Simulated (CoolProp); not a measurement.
Vapour-liquid equilibrium of propylene (1) + isobutane (2) at 269.6 K; x and y are mole fractions of (1).

Computed with CoolProp (multi-fluid Helmholtz-energy mixture model, Lemmon 2013 and Bücker 2006; pair parameters Bell 2016).

### Question
Give the bubble pressure and the first vapour's composition at x = 0.425, 0.5, 0.8. Is there an azeotrope?

### Answer
x = 0.425: 2.730 bar, y = 0.666; x = 0.5: 2.955 bar, y = 0.730; x = 0.8: 4.194 bar, y = 0.935. No azeotrope shows between x = 0.05 and 0.95.

The pair parameters rest on a limited set of measurements; away from them the model extrapolates. The gap from Raoult's law changes sign with composition, which may be real or a fault of the pair parameters; it wasn't checked against measurements.
